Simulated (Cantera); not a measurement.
Feed: 1 mol Cu₂O, 19 mol CO, 2.5 mol C, equilibrated at 1175 K and 2930 Torr.

These are equilibrium values from Cantera (NASA tables, ideal gas, pure condensed phases), not measurements of a reactor. Candidate condensed phases: C, Cu, CuO, Cu₂O; 15 gas species. Kinetics and transport are ignored.

Base state: CO 0.912, CO₂ 0.0879 (mole fractions); condensed: C(graphite) + Cu(s).

### Question
What changes in the equilibrium state with this change: temperature from 1175 K to 2148.15 K?

### Answer
```tsv
species	before	after
CO	0.912	0.996
Cu	1.55e-9	0.00397
CO₂	0.0879	5.14e-5
Cu₂	<1e-9	2.61e-5
C(graphite), mol	3.12	1.50
Cu(s), mol	2.00	0
Cu(l), mol	0	1.92
```
